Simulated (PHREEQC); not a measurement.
Solution A (0.069 mol/kgw H2SO4, 0.0002 mol/kgw K2SO4 and 7.6e-05 mol/kgw CO2) is mixed with solution B (2.2 mmol/kgw FeCl3) at 20 °C; shares are by mass of water, 1 kg in all. Oxygen is held at 0.21 atm. No CO2 enters from the air. Only these solids could form: Fe(OH)3(a), Sylvite, Jarosite-K.

The numbers come from PHREEQC with the ion-association model, phreeqc.dat.

```
share of solution B    pH  HSO4- (mol/kgw)  FeSO4+ (mol/kgw)  FeOH+2 (mol/kgw)  Fe+3 (mol/kgw)
-------------------  ----  ---------------  ----------------  ----------------  --------------
0                    1.15           0.0517                 0                 0               0
0.1                  1.19           0.0455          0.000140           3.42e-7         9.76e-6
0.2                  1.23           0.0395          0.000288           7.89e-7         2.02e-5
0.3                  1.28           0.0335          0.000445           1.39e-6         3.14e-5
0.4                  1.33           0.0276          0.000613           2.24e-6         4.36e-5
0.5                  1.40           0.0219          0.000791           3.50e-6         5.74e-5
0.6                  1.48           0.0163          0.000981           5.55e-6         7.37e-5
0.7                  1.58           0.0110           0.00118           9.33e-6         9.47e-5
0.8                  1.73          0.00613           0.00140           1.83e-5        0.000127
0.9                  1.98          0.00199           0.00157           5.66e-5        0.000205
1                    2.80                0                 0           0.00117        0.000579
```

Species that the database lacks are ignored.
